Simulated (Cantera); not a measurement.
Charge: 1 mol Si2H6, 30 mol N2, at 1723.15 K and 180 Pa.

Cantera equilibrium calculation (NASA polynomials, part measured and part estimated; ideal gas, pure solids and liquids). Candidate condensed phases: Si, Si3N4; 18 gas species. The feed counts by its element totals alone. The tables' values for SiN are old estimates; treat these amounts as uncertain. Rates play no part.

Base state: N2 0.908, H2 0.0901, H 0.00129, Si 0.000548, Si2N 2.18e-5, SiN 1.24e-5, SiH 1.00e-5 (mole fractions); condensed: Si(l).

What changes in the equilibrium state with this change: temperature from 1723.15 K to 1773.15 K?


```tsv
species	before	after
N2	0.908	0.907
H2	0.0901	0.0897
H	0.00129	0.00201
Si	0.000548	0.00119
SiH	1.00e-5	1.86e-5
SiN	1.24e-5	2.30e-5
Si(l), mol	1.98	1.96
```

What changes in the equilibrium state with this change: pressure from 180 Pa to 101000 Pa?


```json
[
 {"species": "N2", "before": "0.908", "after": "0.905"},
 {"species": "H2", "before": "0.0901", "after": "0.0947"},
 {"species": "H", "before": "0.00129", "after": "5.58e-5"},
 {"species": "Si", "before": "0.000548", "after": "1.83e-8"},
 {"species": "Si2N", "before": "2.18e-5", "after": "<1e-9"},
 {"species": "SiN", "before": "1.24e-5", "after": "9.86e-9"},
 {"species": "SiH", "before": "1.00e-5", "after": "8.16e-9"},
 {"species": "Si(l), mol", "before": "1.98", "after": "0"},
 {"species": "Si3N4(s), mol", "before": "0", "after": "0.667"}
]
```
